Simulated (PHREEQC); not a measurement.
Consider water at 56 °C with 24 mmol/kgw H2S and 190 mmol/kgw FeCl2. Closed to the air; pH follows from the charge balance.

The numbers come from PHREEQC with the ion-association model, phreeqc.dat.

This is a speciation only: nothing precipitates in the calculation.

Task: Order these Fe species by the share of Fe that they hold, largest first: FeCl+, Fe(HS)2, Fe+2.

Result: Fe+2 (91 %), FeCl+ (9.0 %), Fe(HS)2 (0.40 %)

The pH is 2.94 and the ionic strength 0.535 mol/kgw. At this temperature some constants are extrapolated from 25 °C, and those without enthalpy data are left unchanged.
